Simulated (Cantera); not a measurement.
A freely propagating, adiabatic, planar premixed flame of 4.32 % CH4, 0.778 % C2H6, 2.85 % C3H8, 23.3 % O2, 60.5 % N2, 8.21 % H2O, equivalence ratio 1.1, unburnt at 350 K and 3.70 bar; mixture-averaged transport, grid criteria slope 0.08 and curve 0.16, no radiation.

Model: GRI-Mech 3.0 (53 species, 325 reactions), integrated in Cantera. GRI-Mech 3.0 was tuned for natural gas; its chemistry of propane as a main component is partial and can be far from experiment. Burning velocities carry a grid error of a few per cent, more on coarse grids.

### Question
Predict: laminar burning velocity; thermal thickness; peak x(H2O2); peak x(HO2).

### Answer
```json
{
 "laminar_burning_velocity": "57.5 cm/s",
 "thermal_thickness": "0.0987 mm",
 "peak x(H2O2)": "8.79e-5",
 "peak x(HO2)": "0.000409"
}
```
